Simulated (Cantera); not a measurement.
## Thermodynamics of calcination and drying, feed Na2SO4 + O2 + CH4

Feed: 1 mol Na2SO4, 2 mol O2, 0.036 mol CH4, at 0.00150 bar.

Cantera equilibrium calculation (NASA polynomials, part measured and part estimated; ideal gas, pure solids and liquids). Candidate condensed phases: C, C6H6, C7H8, C8H18, H2O, H2SO4, Na, NaOH, NaO2, Na2CO3, Na2O, Na2O2, Na2S, Na2SO4, S; 131 gas species. Rates play no part.

```json
[
 {"T (°C)": "650", "log p O2": "-2.85", "log p Na": "-14.70", "log p SO2": "-11.09", "log p O": "-12.33", "log p H2O": "-4.28", "log p Na2SO4": "-10.94", "log p NaOH": "-10.71", "log p CO2": "-4.58", "n Na2SO4(s)": "1.00", "n Na2SO4(l)": "0"},
 {"T (°C)": "800", "log p O2": "-2.85", "log p Na": "-10.92", "log p SO2": "-8.68", "log p O": "-10.33", "log p H2O": "-4.28", "log p Na2SO4": "-8.43", "log p NaOH": "-8.36", "log p CO2": "-4.58", "n Na2SO4(s)": "1.000", "n Na2SO4(l)": "0"},
 {"T (°C)": "950", "log p O2": "-2.85", "log p Na": "-8.10", "log p SO2": "-6.91", "log p O": "-8.82", "log p H2O": "-4.28", "log p Na2SO4": "-6.64", "log p NaOH": "-6.62", "log p CO2": "-4.58", "n Na2SO4(s)": "0", "n Na2SO4(l)": "1.000"},
 {"T (°C)": "1100", "log p O2": "-2.85", "log p Na": "-5.95", "log p SO2": "-5.53", "log p O": "-7.64", "log p H2O": "-4.30", "log p Na2SO4": "-5.34", "log p NaOH": "-5.32", "log p CO2": "-4.58", "n Na2SO4(s)": "0", "n Na2SO4(l)": "0.990"},
 {"T (°C)": "1250", "log p O2": "-2.90", "log p Na": "-4.27", "log p SO2": "-4.34", "log p O": "-6.71", "log p H2O": "-4.56", "log p Na2SO4": "-4.33", "log p NaOH": "-4.44", "log p CO2": "-4.64", "n Na2SO4(s)": "0", "n Na2SO4(l)": "0.855"},
 {"T (°C)": "1400", "log p O2": "-3.13", "log p Na": "-3.34", "log p SO2": "-3.61", "log p O": "-6.04", "log p H2O": "-5.39", "log p Na2SO4": "-4.84", "log p NaOH": "-4.54", "log p CO2": "-5.03", "n Na2SO4(s)": "0", "n Na2SO4(l)": "0"},
 {"T (°C)": "1550", "log p O2": "-3.14", "log p Na": "-3.32", "log p SO2": "-3.60", "log p O": "-5.39", "log p H2O": "-5.04", "log p Na2SO4": "-7.18", "log p NaOH": "-4.80", "log p CO2": "-5.05", "n Na2SO4(s)": "0", "n Na2SO4(l)": "0"},
 {"T (°C)": "1700", "log p O2": "-3.15", "log p Na": "-3.31", "log p SO2": "-3.61", "log p O": "-4.84", "log p H2O": "-4.94", "log p Na2SO4": "-9.20", "log p NaOH": "-5.13", "log p CO2": "-5.07", "n Na2SO4(s)": "0", "n Na2SO4(l)": "0"},
 {"T (°C)": "1850", "log p O2": "-3.16", "log p Na": "-3.32", "log p SO2": "-3.62", "log p O": "-4.37", "log p H2O": "-4.98", "log p Na2SO4": "-10.96", "log p NaOH": "-5.49", "log p CO2": "-5.11", "n Na2SO4(s)": "0", "n Na2SO4(l)": "0"},
 {"T (°C)": "2000", "log p O2": "-3.19", "log p Na": "-3.33", "log p SO2": "-3.65", "log p O": "-3.97", "log p H2O": "-5.17", "log p Na2SO4": "-12.53", "log p NaOH": "-5.89", "log p CO2": "-5.21", "n Na2SO4(s)": "0", "n Na2SO4(l)": "0"}
]
```
log p: log10 of the partial pressure in bar; n: condensed amount in mol.

From 650 °C to 800 °C the condensed part is Na2SO4(s). From 950 °C to 1250 °C the condensed part is Na2SO4(l). From 1400 °C to 2000 °C nothing is condensed.
